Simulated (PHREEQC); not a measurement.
## Reverse-osmosis permeate (model solution)

Model water analysis in mg/kgw, 25 °C, pH 5.9, pe 10:

```json
[
 {"constituent": "Na", "mg/kgw": "3.31"},
 {"constituent": "K", "mg/kgw": "0.66"},
 {"constituent": "Ca", "mg/kgw": "6.15"},
 {"constituent": "Mg", "mg/kgw": "0.978"},
 {"constituent": "Cl", "mg/kgw": "8.61"},
 {"constituent": "S(6) as SO4", "mg/kgw": "10.3"},
 {"constituent": "Alkalinity as HCO3", "mg/kgw": "6.02"},
 {"constituent": "Cd", "mg/kgw": "0.143"},
 {"constituent": "Sr", "mg/kgw": "0.0208"}
]
```

Valence states are taken as typed.

The numbers come from PHREEQC with the ion-association model, phreeqc.dat.

No solid was allowed to form.

**Question.** Predict the charge-balance error.

**Answer.** charge-balance error -0.4 %.

**Question.** In which forms is Mg present?

**Answer.** Mg+2 98 %, MgSO4 1.8 % of the Mg.

Species that the database lacks are ignored.
